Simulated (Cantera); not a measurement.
Cantera with NASA thermochemical tables; ideal gases at 1 bar, condensed phases pure. Values are per mole of reaction as written; species without (g) are pure solids or liquids, kept so even where they would boil at 1 bar.

2 NO2(g) + 2 Nb = 2 NbO2(g) + N2(g), with ΔH° = -468.4 kJ and ΔS° = 184.1 J/K at 300 K.

**Question.** How far is the shortcut ΔG° ≈ ΔH°(300 K) − T·ΔS°(300 K) from the full temperature-dependent value at 900, 925, 950, 975, 1000 K?

**Answer.** 
| T (K) | shortcut (kJ) | full (kJ) | difference (kJ) | difference in log10 K |
|---|---|---|---|---|
| 900 | -634.1 | -630.7 | -3.4 | 0.20 |
| 925 | -638.7 | -635.1 | -3.7 | 0.21 |
| 950 | -643.3 | -639.4 | -4.0 | 0.22 |
| 975 | -647.9 | -643.7 | -4.3 | 0.23 |
| 1000 | -652.5 | -647.9 | -4.6 | 0.24 |
The shortcut ignores the heat-capacity change of the reaction.
